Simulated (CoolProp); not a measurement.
A single-stage vapour-compression cycle with the fluid: evaporating at 210.15 K (dew point), condensing at 264.15 K (bubble point), superheat 8 K, subcooling 2 K, compressor efficiency 0.6, no pressure losses. The same conditions are run with several fluids, on thermodynamics alone (safety and materials aside).

The numbers come from the reference Helmholtz-energy equation of state of each fluid (R134a: Tillner-Roth 1994; propane: Lemmon 2009; propylene: Lemmon 2013; dimethyl ether: Wu 2011; R410A: Lemmon 2003; C3F8 (R218): Lemmon 2006) in CoolProp. Blends and air are pseudo-pure fits.

```json
[
 {"fluid": "R134a", "cooling COP": "1.90", "pressure ratio": "16.0", "discharge temperature (K)": "339.2", "refrigerating effect (kJ/kg)": "180", "volumetric capacity (kJ/m³)": "133"},
 {"fluid": "propane", "cooling COP": "1.91", "pressure ratio": "9.82", "discharge temperature (K)": "334.8", "refrigerating effect (kJ/kg)": "339", "volumetric capacity (kJ/m³)": "304"},
 {"fluid": "propylene", "cooling COP": "1.90", "pressure ratio": "9.31", "discharge temperature (K)": "346.8", "refrigerating effect (kJ/kg)": "349", "volumetric capacity (kJ/m³)": "391"},
 {"fluid": "dimethyl ether", "cooling COP": "1.92", "pressure ratio": "14.3", "discharge temperature (K)": "366.9", "refrigerating effect (kJ/kg)": "401", "volumetric capacity (kJ/m³)": "138"},
 {"fluid": "R410A", "cooling COP": "1.84", "pressure ratio": "11.0", "discharge temperature (K)": "368.1", "refrigerating effect (kJ/kg)": "216", "volumetric capacity (kJ/m³)": "477"},
 {"fluid": "C3F8 (R218)", "cooling COP": "1.67", "pressure ratio": "11.8", "discharge temperature (K)": "280.9", "refrigerating effect (kJ/kg)": "68.6", "volumetric capacity (kJ/m³)": "188"}
]
```
